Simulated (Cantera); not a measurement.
Feed: 1 mol Si3N4, 0.11 mol H2O, at 1523 K and 7.50 Torr.

Cantera equilibrium calculation (NASA polynomials, part measured and part estimated; ideal gas, pure solids and liquids). Candidate condensed phases: H2O, Si, SiO2, Si2N2O, Si3N4; 35 gas species. Mutual solubility and eutectic melting of coexisting phases are not modelled. Equilibrium is a limit: real reactors are often held back by kinetics, nucleation or transport.

Base state: H2 0.750, N2 0.250, H 0.000200, SiO 4.64e-5 (mole fractions); condensed: Si2N2O(s) + Si3N4(s).

Problem. What changes in the equilibrium state with this change: temperature from 1523 K to 1800 K?

Solution. 
```json
[
 {"species": "N2", "before": "0.250", "after": "0.881"},
 {"species": "H2", "before": "0.750", "after": "0.0853"},
 {"species": "SiO", "before": "4.64e-5", "after": "0.0328"},
 {"species": "Si2N", "before": "1.49e-9", "after": "2.12e-5"},
 {"species": "Si", "before": "1.73e-7", "after": "0.000318"},
 {"species": "SiN", "before": "1.01e-8", "after": "1.32e-5"},
 {"species": "Si2N2O(s), mol", "before": "0.110", "after": "0.0680"},
 {"species": "Si3N4(s), mol", "before": "0.927", "after": "0.402"},
 {"species": "Si(l), mol", "before": "0", "after": "1.62"}
]
```
The tables' values for SiN are old estimates; treat these amounts as uncertain.
